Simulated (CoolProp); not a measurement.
Vapour-liquid equilibrium of n-hexane (1) + n-decane (2) at 321.1 K; x and y are mole fractions of (1).

Values from CoolProp's multi-fluid Helmholtz-energy mixture model, Thol 2019 and Lemmon 2006; pair parameters Kunz 2012.

Q: Give the bubble pressure and the first vapour's composition at x = 0.275, 0.425, 0.725. Is there an azeotrope?

A: x = 0.275: 0.1373 bar, y = 0.958; x = 0.425: 0.2110 bar, y = 0.978; x = 0.725: 0.3623 bar, y = 0.994. No azeotrope shows between x = 0.05 and 0.95.

The pair parameters rest on a limited set of measurements; away from them the model extrapolates.
